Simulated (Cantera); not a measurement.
Input (Python, Cantera) and output of one run.

```python
import numpy as np
import cantera as ct

gas_names = [...]  # 123 gases of nasa_gas.yaml made of C, H, O, Si
cond_names = """
    C(gr) C6H6(L) C7H8(L) C8H18(L),n-octa H2O(s) H2O(L) Si(cr) Si(L) SiC(b) SiO2(Lqz) SiO2(hqz) SiO2(L)
""".split()


# ... load() reads the species with a 1 bar reference pressure and builds the phases ...
atoms = {
    'HMDSO': {'Si': 2, 'C': 6, 'H': 18, 'O': 1},
    'CO2': {'C': 1, 'O': 2},
    'H2': {'H': 2},
}
top_T = {'C(gr)': 4500, 'SiC(b)': 3050}  # K; cautious upper limits of use, not melting points


# ... equilibrate(T, P, feed) seeds the gas with the atoms and calls Mixture.equilibrate('TP', solver="vcs", rtol=1e-11, max_steps=5000) ...
results = []
feed = {'HMDSO': 1, 'CO2': 7, 'H2': 0.3}  # mol
P = 2600  # Pa
for T in [823, 973, 1123, 1273, 1423, 1573, 1723, 1873]:
    mix = equilibrate(T, P, feed)
    results.append((T, P, feed, dict(zip(mix.species_names, mix.species_moles))))

top = {s: max(r[3][s] / sum(r[3][g] for g in gas_names) for r in results) for s in gas_names}
cols = sorted((s for s in top if top[s] > 0.001), key=lambda s: -top[s])[:5]
seen = [c for c in cond_names if any(r[3].get(c, 0) > 1e-12 for r in results)]
print("log10 of partial pressures in bar; condensed amounts in mol")
print(f"{'T/K':>10s}" + "".join(f"{s[:9]:>10s}" for s in cols + seen))
for T, P, feed, n in results:
    ng = sum(n[g] for g in gas_names)
    print(f"{T:10.4g}" + "".join(f"{np.log10(max(n[s] / ng * P / 1e5, 1e-99)):10.3f}" for s in cols)
          + "".join(f"{n.get(c, 0):10.4g}" for c in seen))
```

Output:

```
log10 of partial pressures in bar; condensed amounts in mol
       T/K        CO        H2       CO2       SiO       H2O     C(gr)    SiC(b) SiO2(Lqz) SiO2(hqz)
       823    -2.071    -1.903    -2.462   -23.572    -2.852     5.085         0         2         0
       973    -1.861    -1.924    -3.721   -17.028    -3.991     2.212         0         0         2
      1123    -1.852    -1.924    -4.923   -12.112    -4.957     2.015         0         0         2
      1273    -1.851    -1.924    -5.846    -8.366    -5.700     2.002         0         0         2
      1423    -1.851    -1.924    -6.568    -5.425    -6.286     1.997         0         0     1.997
      1573    -1.833    -1.959    -6.664    -3.523    -6.329         0    0.5823         0     1.164
      1723    -1.857    -2.003    -6.859    -2.670    -6.460         0 0.0001342         0         0
      1873    -1.857    -2.004    -6.854    -2.670    -6.388         0         0         0         0
```

These are equilibrium values from Cantera (NASA tables, ideal gas, pure condensed phases), not measurements of a reactor. The feed counts by its element totals alone. Mutual solubility and eutectic melting of coexisting phases are not modelled. The tables hold silica as quartz up to 1696 K and as liquid above; real silica turns to tridymite and cristobalite and melts near 1996 K.
